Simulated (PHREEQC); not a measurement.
## Geothermal or formation water

Model water analysis in mg/kgw, 85 °C, pH 6.24, pe 10.8: Na 1690; K 328; Ca 169; Mg 210; Cl 3230; S(6) as SO4 1120; Alkalinity as HCO3 0.101; Br 15.7.

Valence states are taken as typed.

All values are PHREEQC results (ion-association model, wateq4f.dat), not measurements.

Precipitation was switched off in this run.

Task: Estimate the ionic strength, charge-balance error.

Result: ionic strength 0.117 mol/kgw; charge-balance error -3.4 %.

Task: In which forms is S present?

Result: SO4-2 56 %, MgSO4 27 %, NaSO4- 8.6 %, CaSO4 6.2 %, KSO4- 2.3 % of the S.

Constants without temperature data keep their 25 °C values here.
